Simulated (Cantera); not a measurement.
A closed system holds: 1 mol MgCO3, 0.38 mol SO3, 0.11 mol H2O, held at 1577 °C and 1 atm.

Cantera equilibrium calculation (NASA polynomials, part measured and part estimated; ideal gas, pure solids and liquids). Candidate condensed phases: C, C6H6, C7H8, C8H18, H2O, H2SO4, Mg, MgCO3, MgO, Mg(OH)2, MgS, MgSO4, S; 130 gas species. Kinetics and transport are ignored.

Base state: CO2 0.595, SO2 0.225, O2 0.113, H2O 0.0651, SO3 0.000676, OH 0.000637, CO 0.000599, O 6.44e-5 (mole fractions); condensed: MgO(s).

**Question.** What changes in the equilibrium state with this change: H2O from 0.11 to 0.52 mol?

**Answer.** 
| species | before | after |
|---|---|---|
| CO2 | 0.595 | 0.478 |
| H2O | 0.0651 | 0.248 |
| SO2 | 0.225 | 0.181 |
| O2 | 0.113 | 0.0906 |
| H2 | 1.63e-5 | 6.94e-5 |
| OH | 0.000637 | 0.00118 |
| SO3 | 0.000676 | 0.000487 |
| O | 6.44e-5 | 5.77e-5 |
| CO | 0.000599 | 0.000537 |
| MgO(s), mol | 1.000 | 1.000 |

**Question.** What changes in the equilibrium state with this change: temperature from 1577 °C to 1000 °C?

**Answer.** 
| species | before | after |
|---|---|---|
| CO2 | 0.595 | 0.697 |
| SO2 | 0.225 | 0.147 |
| H2O | 0.0651 | 0.0766 |
| O2 | 0.113 | 0.0736 |
| SO | 2.28e-5 | 2.53e-9 |
| CO | 0.000599 | 2.25e-7 |
| O | 6.44e-5 | 2.91e-8 |
| H2 | 1.63e-5 | 1.50e-8 |
| MgO(s), mol | 1.000 | 0.840 |
| MgSO4(s), mol | 0 | 0.160 |
Mutual solubility and eutectic melting of coexisting phases are not modelled.
